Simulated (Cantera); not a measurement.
An adiabatic, constant-volume homogeneous reactor starts with CH₄ : O₂ : N₂ : H₂O = 1 : 5.56 : 20.9 : 3.5 (molar parts), at 1425 K and 0.900 bar.

Detailed kinetics in Cantera: GRI-Mech 3.0 (53 species, 325 reactions).

One state of this run: T (K) = 2221; P (bar) = 1.41; x CH₄ = <1e-12; x O₂ = 0.113; x H₂O = 0.174; x CH₃ = <1e-12; x HCO = 2.25e-11. x: mole fraction; the columns are a selection and need not sum to one.

Which value of t (s) does it belong to?
A. 0.000219
B. 0.00143
C. 8.55e-5
D. 0.00366

D, 0.00366
